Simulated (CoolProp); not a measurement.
Vapour-liquid equilibrium of R113 (1) + acetone (2) at 7.55 bar; x and y are mole fractions of (1).

Computed with CoolProp (multi-fluid Helmholtz-energy mixture model, Marx 1992 and Lemmon 2006; pair parameters Bell 2016).

| x | bubble temperature, mixture model (°C) | bubble temperature, Raoult's law (°C) | y, mixture model | y, Raoult's law |
|---|---|---|---|---|
| 0.05 | 127.8 | 129.7 | 0.085 | 0.055 |
| 0.125 | 125.1 | 129.3 | 0.191 | 0.136 |
| 0.2 | 123.1 | 129.0 | 0.278 | 0.217 |
| 0.275 | 121.6 | 128.6 | 0.352 | 0.296 |
| 0.35 | 120.5 | 128.2 | 0.416 | 0.374 |
| 0.425 | 119.7 | 127.9 | 0.474 | 0.450 |
| 0.5 | 119.2 | 127.5 | 0.528 | 0.526 |
| 0.575 | 119.0 | 127.1 | 0.581 | 0.600 |
| 0.65 | 119.0 | 126.8 | 0.635 | 0.674 |
| 0.725 | 119.4 | 126.4 | 0.693 | 0.746 |
| 0.8 | 120.1 | 126.0 | 0.757 | 0.817 |
| 0.875 | 121.4 | 125.6 | 0.833 | 0.886 |
| 0.95 | 123.2 | 125.3 | 0.925 | 0.955 |

The largest gap from Raoult's law is -8.3 K in bubble temperature, at x = 0.5. y crosses x between x = 0.575 and 0.65: the model has an azeotrope there.

The pair parameters rest on a limited set of measurements; away from them the model extrapolates.
